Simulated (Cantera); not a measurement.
A perfectly stirred reactor is fed with 7.75 % CH₄, 19.4 % O₂, 72.9 % N₂, at 3.30 bar; it is adiabatic with a 498 K inlet, and is followed from long to short residence time, starting on the burning branch (τ in s: 0.057, 0.023, 0.0097, 0.004, 0.0017, 0.00068, 0.00028, 0.00012, 4.8e-05, 2e-05).

Computed with Cantera and GRI-Mech 3.0 (53 species, 325 reactions).

Problem. Predict: blow-out, bracketed by the residence times tried; x(CH₄) at τ = 57.0 ms; x(O₂) at τ = 57.0 ms; x(NO) at τ = 57.0 ms; x(CH₄) at τ = 0.680 ms; x(O₂) at τ = 0.680 ms; x(NO) at τ = 0.680 ms; x(CH₂CO) at τ = 0.680 ms.

Solution. 
- blow-out, bracketed by the residence times tried: burning at 48.0 µs, out at 20.0 µs
- x(CH₄) at τ = 57.0 ms: 2.95e-6
- x(O₂) at τ = 57.0 ms: 0.0383
- x(NO) at τ = 57.0 ms: 0.000746
- x(CH₄) at τ = 0.680 ms: 9.28e-5
- x(O₂) at τ = 0.680 ms: 0.0414
- x(NO) at τ = 0.680 ms: 8.20e-5
- x(CH₂CO) at τ = 0.680 ms: 5.92e-8
